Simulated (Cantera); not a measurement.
What does this Cantera script print?

```python
import numpy as np
import cantera as ct

gas_names = [...]  # 123 gases of nasa_gas.yaml made of C, H, O, Si
cond_names = """
    C(gr) C6H6(L) C7H8(L) C8H18(L),n-octa H2O(s) H2O(L) Si(cr) Si(L) SiC(b) SiO2(Lqz) SiO2(hqz) SiO2(L)
""".split()


# ... load() reads the species with a 1 bar reference pressure and builds the phases ...
atoms = {
    'TEOS': {'Si': 1, 'C': 8, 'H': 20, 'O': 4},
    'O3': {'O': 3},
}
top_T = {'C(gr)': 4500, 'SiC(b)': 3050}  # K; cautious upper limits of use, not melting points


# ... equilibrate(T, P, feed) seeds the gas with the atoms and calls Mixture.equilibrate('TP', solver="vcs", rtol=1e-11, max_steps=5000) ...
results = []
feed = {'TEOS': 1, 'O3': 1.7}  # mol
P = 10000  # Pa
for T in [800, 875, 950, 1025, 1100, 1175, 1250, 1325, 1400, 1475]:
    mix = equilibrate(T, P, feed)
    results.append((T, P, feed, dict(zip(mix.species_names, mix.species_moles))))

top = {s: max(r[3][s] / sum(r[3][g] for g in gas_names) for r in results) for s in gas_names}
cols = sorted((s for s in top if top[s] > 0.0001), key=lambda s: -top[s])[:8]
seen = [c for c in cond_names if any(r[3].get(c, 0) > 1e-12 for r in results)]
print("log10 of partial pressures in bar; condensed amounts in mol")
print(f"{'T/K':>10s}" + "".join(f"{s[:9]:>10s}" for s in cols + seen))
for T, P, feed, n in results:
    ng = sum(n[g] for g in gas_names)
    print(f"{T:10.4g}" + "".join(f"{np.log10(max(n[s] / ng * P / 1e5, 1e-99)):10.3f}" for s in cols)
          + "".join(f"{n.get(c, 0):10.4g}" for c in seen))
```

Result:

```
log10 of partial pressures in bar; condensed amounts in mol
       T/K        H2        CO       H2O       CO2       CH4     C(gr) SiO2(Lqz) SiO2(hqz)
       800    -1.262    -1.923    -1.816    -1.851    -2.396     4.149         1         0
       875    -1.235    -1.577    -2.202    -2.122    -2.830     2.732         0         1
       950    -1.235    -1.432    -2.697    -2.641    -3.246     1.508         0         1
      1025    -1.235    -1.394    -3.205    -3.251    -3.604     1.058         0         1
      1100    -1.234    -1.385    -3.668    -3.824    -3.914    0.9413         0         1
      1175    -1.234    -1.383    -4.077    -4.333    -4.185    0.9111         0         1
      1250    -1.233    -1.382    -4.438    -4.781    -4.426    0.9026         0         1
      1325    -1.233    -1.382    -4.758    -5.177    -4.640    0.9002         0         1
      1400    -1.233    -1.382    -5.044    -5.529    -4.831    0.8994         0    0.9999
      1475    -1.233    -1.382    -5.300    -5.844    -5.003    0.8976         0    0.9984
```

Equilibrium computed with Cantera from the NASA thermochemical tables; the gas is ideal and each condensed phase is pure. The feed counts by its element totals alone. The tables hold silica as quartz up to 1696 K and as liquid above; real silica turns to tridymite and cristobalite and melts near 1996 K.
